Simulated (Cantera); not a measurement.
An adiabatic, constant-volume homogeneous reactor starts with CH4 : C2H6 : C3H8 : O2 : N2 = 1 : 0.24 : 0.052 : 1.82 : 6.86 (molar parts), at 1550 K and 20.0 bar. Integrator tolerance rtol = 1e-08.

Detailed kinetics in Cantera: GRI-Mech 3.0 (53 species, 325 reactions). The pressure lies above the range GRI-Mech 3.0 was tuned for (to about 10 atm). Above 3000 K some thermodynamic fits are extrapolated.

Task: What does this change do: initial temperature 1550 to 1048 K?

Result: 
```tsv
quantity	before	after
time of steepest temperature rise	11.4 µs	3.65 ms
temperature at 2.00 s	3091 K	2724 K
equilibrium temperature	3091 K	2724 K
x(CH4) at 2.00 s	8.83e-10 (gas-phase equilibrium 9.91e-10)	4.58e-9 (gas-phase equilibrium 5.07e-9)
x(C2H6) at 2.00 s	<1e-12 (gas-phase equilibrium <1e-12)	<1e-12 (gas-phase equilibrium <1e-12)
x(C3H8) at 2.00 s	<1e-12 (gas-phase equilibrium <1e-12)	<1e-12 (gas-phase equilibrium <1e-12)
x(CH2O) at 2.00 s	2.29e-7 (gas-phase equilibrium 2.29e-7)	2.97e-7 (gas-phase equilibrium 2.97e-7)
x(O) at 2.00 s	0.000288 (gas-phase equilibrium 0.000288)	1.55e-5 (gas-phase equilibrium 1.55e-5)
```

Task: What does this change do: initial temperature 1550 to 1650 K?

Result: 
```tsv
quantity	before	after
time of steepest temperature rise	11.4 µs	5.75 µs
temperature at 2.00 s	3091 K	3155 K
equilibrium temperature	3091 K	3155 K
x(CH4) at 2.00 s	8.83e-10 (gas-phase equilibrium 9.91e-10)	6.97e-10 (gas-phase equilibrium 7.84e-10)
x(C2H6) at 2.00 s	<1e-12 (gas-phase equilibrium <1e-12)	<1e-12 (gas-phase equilibrium <1e-12)
x(C3H8) at 2.00 s	<1e-12 (gas-phase equilibrium <1e-12)	<1e-12 (gas-phase equilibrium <1e-12)
x(CH2O) at 2.00 s	2.29e-7 (gas-phase equilibrium 2.29e-7)	2.20e-7 (gas-phase equilibrium 2.20e-7)
x(O) at 2.00 s	0.000288 (gas-phase equilibrium 0.000288)	0.000443 (gas-phase equilibrium 0.000443)
```

Task: What does this change do: pressure from 20.0 bar to 10.0 bar?

Result: 
```
quantity                                                              before                                      after
---------------------------------  -----------------------------------------  -----------------------------------------
time of steepest temperature rise                                    11.4 µs                                    18.5 µs
temperature at 2.00 s                                                 3091 K                                     3055 K
equilibrium temperature                                               3091 K                                     3055 K
x(CH4) at 2.00 s                   8.83e-10 (gas-phase equilibrium 9.91e-10)  2.36e-10 (gas-phase equilibrium 2.66e-10)
x(C2H6) at 2.00 s                      <1e-12 (gas-phase equilibrium <1e-12)      <1e-12 (gas-phase equilibrium <1e-12)
x(C3H8) at 2.00 s                      <1e-12 (gas-phase equilibrium <1e-12)      <1e-12 (gas-phase equilibrium <1e-12)
x(CH2O) at 2.00 s                    2.29e-7 (gas-phase equilibrium 2.29e-7)    1.12e-7 (gas-phase equilibrium 1.12e-7)
x(O) at 2.00 s                     0.000288 (gas-phase equilibrium 0.000288)  0.000457 (gas-phase equilibrium 0.000457)
```
